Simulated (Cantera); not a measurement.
Input (Python, Cantera) and output of one run.

```python
import numpy as np
import cantera as ct

gas_names = [...]  # 110 gases of nasa_gas.yaml made of C, F, H
cond_names = """
    C(gr) C6H6(L) C7H8(L) C8H18(L),n-octa
""".split()


# ... load() reads the species with a 1 bar reference pressure and builds the phases ...
atoms = {
    'CH3F': {'C': 1, 'H': 3, 'F': 1},
    'CH4': {'C': 1, 'H': 4},
    'H2': {'H': 2},
}
top_T = {'C(gr)': 4500}  # K; cautious upper limits of use, not melting points


# ... equilibrate(T, P, feed) seeds the gas with the atoms and calls Mixture.equilibrate('TP', solver="vcs", rtol=1e-11, max_steps=5000) ...
results = []
feed = {'CH3F': 1, 'CH4': 0.01, 'H2': 5.4}  # mol
P = 5000  # Pa
for T in [2000, 2250, 2500, 2750, 3000, 3250, 3500, 3750, 4000, 4250, 4500, 4750, 5000]:
    mix = equilibrate(T, P, feed)
    results.append((T, P, feed, dict(zip(mix.species_names, mix.species_moles))))
    x = sorted(zip(gas.X, gas.species_names), reverse=True)
    print(f"T = {T:g} K  P = {P:g} Pa  gas = {mix.phase_moles(0):.4g} mol")
    print("   x: " + "  ".join(f"{s} {v:.3e}" for v, s in x if v > 0.0001))
    print("   condensed (mol): " + ("  ".join(f"{mix.phase(i).name} {mix.phase_moles(i):.4g}"
          for i in range(1, mix.n_phases) if mix.phase_moles(i) > 1e-12) or "none"))
```

Output:

```
T = 2000 K  P = 5000 Pa  gas = 7.445 mol
   x: H2 8.583e-01  HF 1.343e-01  H 6.738e-03  C2H2,acetylene 6.593e-04
   condensed (mol): C(gr) 1
T = 2250 K  P = 5000 Pa  gas = 7.534 mol
   x: H2 8.341e-01  HF 1.327e-01  H 3.033e-02  C2H2,acetylene 2.792e-03
   condensed (mol): C(gr) 0.9676
T = 2500 K  P = 5000 Pa  gas = 7.804 mol
   x: H2 7.651e-01  HF 1.281e-01  H 9.835e-02  C2H2,acetylene 8.276e-03
   condensed (mol): C(gr) 0.8779
T = 2750 K  P = 5000 Pa  gas = 8.446 mol
   x: H2 6.214e-01  H 2.412e-01  HF 1.182e-01  C2H2,acetylene 1.749e-02  C2H 7.867e-04  C3 3.374e-04  C4H2 2.046e-04  F 1.733e-04
   condensed (mol): C(gr) 0.6835
T = 3000 K  P = 5000 Pa  gas = 9.714 mol
   x: H 4.507e-01  H2 4.073e-01  HF 1.022e-01  C2H2,acetylene 2.534e-02  C3 6.240e-03  C2H 4.818e-03  C 1.014e-03  F 6.996e-04  C4H2 6.577e-04  C2 6.339e-04  C5 1.142e-04
   condensed (mol): C(gr) 0.1836
T = 3250 K  P = 5000 Pa  gas = 11.57 mol
   x: H 6.622e-01  H2 2.128e-01  HF 8.372e-02  C3 1.451e-02  C2H2,acetylene 8.841e-03  C2H 6.567e-03  C 5.319e-03  C2 2.647e-03  F 2.451e-03  CF 2.670e-04  C5 1.829e-04  CH 1.686e-04  C4H2 1.533e-04
   condensed (mol): none
T = 3500 K  P = 5000 Pa  gas = 13.19 mol
   x: H 7.939e-01  H2 9.036e-02  HF 6.724e-02  C 1.647e-02  C3 1.246e-02  F 7.960e-03  C2 5.034e-03  C2H 4.125e-03  C2H2,acetylene 1.491e-03  CF 6.139e-04  CH 2.459e-04
   condensed (mol): none
T = 3750 K  P = 5000 Pa  gas = 14.33 mol
   x: H 8.449e-01  HF 4.786e-02  C 3.587e-02  H2 3.552e-02  F 2.096e-02  C3 5.949e-03  C2 5.868e-03  C2H 1.675e-03  CF 9.776e-04  CH 2.535e-04  C2H2,acetylene 1.766e-04
   condensed (mol): none
T = 4000 K  P = 5000 Pa  gas = 15.1 mol
   x: H 8.601e-01  C 5.337e-02  F 3.848e-02  HF 2.689e-02  H2 1.456e-02  C2 3.804e-03  C3 1.329e-03  CF 8.682e-04  C2H 4.161e-04  CH 1.891e-04
   condensed (mol): none
T = 4250 K  P = 5000 Pa  gas = 15.51 mol
   x: H 8.665e-01  C 6.050e-02  F 5.145e-02  HF 1.252e-02  H2 6.510e-03  C2 1.653e-03  CF 4.875e-04  C3 1.798e-04  CH 1.155e-04
   condensed (mol): none
T = 4500 K  P = 5000 Pa  gas = 15.7 mol
   x: H 8.698e-01  C 6.257e-02  F 5.796e-02  HF 5.502e-03  H2 3.163e-03  C2 6.738e-04  CF 2.345e-04
   condensed (mol): none
T = 4750 K  P = 5000 Pa  gas = 15.78 mol
   x: H 8.713e-01  C 6.323e-02  F 6.079e-02  HF 2.477e-03  H2 1.652e-03  C2 2.901e-04  CF 1.124e-04
   condensed (mol): none
T = 5000 K  P = 5000 Pa  gas = 15.81 mol
   x: H 8.721e-01  C 6.345e-02  F 6.200e-02  HF 1.178e-03  H2 9.193e-04  C2 1.342e-04
   condensed (mol): none
```

Method: chemical equilibrium by Gibbs-energy minimisation in Cantera with the NASA 1993 tables (ideal gas, pure condensed phases).
